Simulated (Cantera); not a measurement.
A Cantera script and what it prints.

```python
import numpy as np
import cantera as ct

gas_names = [...]  # 109 gases of nasa_gas.yaml made of C, Cl, H, Si
cond_names = """
    C(gr) C6H6(L) C7H8(L) C8H18(L),n-octa Si(cr) Si(L) SiC(b)
""".split()


# ... load() reads the species with a 1 bar reference pressure and builds the phases ...
atoms = {
    '(CH3)2SiCl2': {'C': 2, 'H': 6, 'Si': 1, 'CL': 2},
    'C3H8': {'C': 3, 'H': 8},
    'H2': {'H': 2},
}
top_T = {'C(gr)': 4500, 'SiC(b)': 3050}  # K; cautious upper limits of use, not melting points


# ... equilibrate(T, P, feed) seeds the gas with the atoms and calls Mixture.equilibrate('TP', solver="vcs", rtol=1e-11, max_steps=5000) ...
results = []
feed = {'(CH3)2SiCl2': 1, 'C3H8': 0.24, 'H2': 19}  # mol
T = 1200  # K
for P in [100, 220, 460, 1000, 2200, 4600, 10000, 22000, 46000, 100000]:
    mix = equilibrate(T, P, feed)
    results.append((T, P, feed, dict(zip(mix.species_names, mix.species_moles))))

top = {s: max(r[3][s] / sum(r[3][g] for g in gas_names) for r in results) for s in gas_names}
cols = sorted((s for s in top if top[s] > 1e-05), key=lambda s: -top[s])[:9]
seen = [c for c in cond_names if any(r[3].get(c, 0) > 1e-12 for r in results)]
print("log10 of partial pressures in bar; condensed amounts in mol")
print(f"{'P/Pa':>10s}" + "".join(f"{s[:9]:>10s}" for s in cols + seen))
for T, P, feed, n in results:
    ng = sum(n[g] for g in gas_names)
    print(f"{P:10.4g}" + "".join(f"{np.log10(max(n[s] / ng * P / 1e5, 1e-99)):10.3f}" for s in cols)
          + "".join(f"{n.get(c, 0):10.4g}" for c in seen))
```

Output:

```
log10 of partial pressures in bar; condensed amounts in mol
      P/Pa        H2       HCL       CH4     SiCL4    SiHCL3     SiCL3     SiCL2   SiH2CL2     C(gr)    SiC(b)
       100    -3.038    -4.079    -7.877    -8.789    -9.313    -8.626    -7.520   -10.720     1.721    0.9992
       220    -2.695    -3.736    -7.192    -8.104    -8.628    -8.112    -7.178   -10.036      1.72    0.9991
       460    -2.375    -3.416    -6.552    -7.464    -7.988    -7.632    -6.858    -9.395      1.72    0.9989
      1000    -2.038    -3.079    -5.877    -6.790    -7.314    -7.127    -6.521    -8.721     1.718    0.9986
      2200    -1.695    -2.737    -5.192    -6.107    -6.631    -6.615    -6.179    -8.037     1.715    0.9979
      4600    -1.375    -2.418    -4.552    -5.470    -5.993    -6.137    -5.861    -7.398     1.709    0.9966
     1e+04    -1.038    -2.083    -3.878    -4.803    -5.324    -5.636    -5.527    -6.728     1.695    0.9938
   2.2e+04    -0.696    -1.744    -3.194    -4.133    -4.650    -5.134    -5.192    -6.051     1.663     0.988
   4.6e+04    -0.377    -1.431    -2.556    -3.519    -4.030    -4.673    -4.885    -5.425     1.598    0.9775
     1e+05    -0.042    -1.107    -1.886    -2.894    -3.394    -4.205    -4.573    -4.777     1.455    0.9578
```

Cantera equilibrium calculation (NASA polynomials, part measured and part estimated; ideal gas, pure solids and liquids). The feed counts by its element totals alone. The tables' values for SiCl3 are old estimates; treat these amounts as uncertain.
